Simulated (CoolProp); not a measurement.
The fluid at 298.15 K and 1.5 MPa flows at 12 m/s in a round tube of 20 mm bore and 1.5 µm roughness, fully developed (64/Re and Nu = 3.66 if laminar; Colebrook and Gnielinski if turbulent). The same conditions are run with several fluids, on thermodynamics alone (safety and materials aside).

The numbers come from the reference Helmholtz-energy equation of state of each fluid (R141b: Lemmon 2006; ammonia: Gao 2020; toluene: Lemmon 2006; R236FA: Pan 2012; c-C4F8 (RC318): Platzer 1990) in CoolProp. The equations of Platzer and Polt are older, rougher fits.

Problem. Rank R141b, ammonia, toluene, R236FA, c-C4F8 (RC318) by Reynolds number, highest first.

Solution. R236FA (1120000), ammonia (1100000), c-C4F8 (RC318) (967000), R141b (717000), toluene (371000)

| fluid | Darcy friction factor | pressure drop (Pa/m) | heat-transfer coefficient (W/(m² K)) | mass flow (kg/h) |
|---|---|---|---|---|
| R141b | 0.0135 | 60300 | 14100 | 16800 |
| ammonia | 0.0130 | 28100 | 51000 | 8190 |
| toluene | 0.0147 | 45800 | 12900 | 11700 |
| R236FA | 0.0129 | 63600 | 16600 | 18500 |
| c-C4F8 (RC318) | 0.0131 | 71100 | 14700 | 20400 |

Transport values come from each fluid's own correlations; those of R141b, R236FA, c-C4F8 (RC318) are estimates that may be off by 10 % or more.
